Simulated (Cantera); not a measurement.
Input: 1 mol MgSO4, 3 mol H2, 0.57 mol CO2, at 0.100 bar.

Method: chemical equilibrium by Gibbs-energy minimisation in Cantera with the NASA 1993 tables (ideal gas, pure condensed phases). Candidate condensed phases: C, C6H6, C7H8, C8H18, H2O, H2SO4, Mg, MgCO3, MgO, Mg(OH)2, MgS, MgSO4, S; 130 gas species. Kinetics and transport are ignored.

### Question
At 1052 °C, list the 6 most abundant gas species with their mole fractions, and the condensed phases.

### Answer
H2O 0.635, CO2 0.120, S2 0.0701, SO2 0.0574, H2 0.0539, H2S 0.0428. Condensed: MgO(s).
